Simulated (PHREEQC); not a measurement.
A column of 0.5 m (30 cells, dispersivity 0.025 m, 300 s a shift, diffusion coefficient 3e-10 m²/s) holds 0.21 eq of the database's cation exchanger X per kg of pore water, first in equilibrium with 0.00036 mol ZnSO4, 0.033 mol MgSO4 and 1e-05 mol HCl per kg of water. It is flushed with 0.0009 mol CdCl2, 0.073 mol ZnSO4 and 1e-05 mol HCl per kg of water, at 15 °C. Values are for the last cell. No CO2 enters from the air. Nothing may precipitate in this run.

Equilibrium calculation in PHREEQC: ion-association model, phreeqc.dat.

Q: Predict Cd in solution (mol/kgw), Mg in solution (mol/kgw), Zn in solution (mol/kgw) at pore volumes = 0, 1.85, 3.517, 3.683, 4.017.

A: 
| pore volumes | Cd in solution (mol/kgw) | Mg in solution (mol/kgw) | Zn in solution (mol/kgw) |
|---|---|---|---|
| 0 | 0 | 0.0330 | 0.000360 |
| 1.85 | 0.000244 | 0.0603 | 0.0127 |
| 3.517 | 0.000888 | 0.00374 | 0.0693 |
| 3.683 | 0.000894 | 0.00260 | 0.0704 |
| 4.017 | 0.000899 | 0.00124 | 0.0718 |
